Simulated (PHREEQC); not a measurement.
Dissolve 39 mmol/kgw H2SO4, 130 mmol/kgw NaCl and 0.14 mmol/kgw CuCl2 at 25 °C. Closed to the air; pH follows from the charge balance.

All values are PHREEQC results (ion-association model, phreeqc.dat), not measurements.

The ionic strength comes out as 0.197 mol/kgw. What activity coefficients do Na+, SO4-2, Cl-, H+, Cu+2 get?

Na+ 0.75, SO4-2 0.29, Cl- 0.72, H+ 0.80, Cu+2 0.33.

Precipitation was switched off in this run.
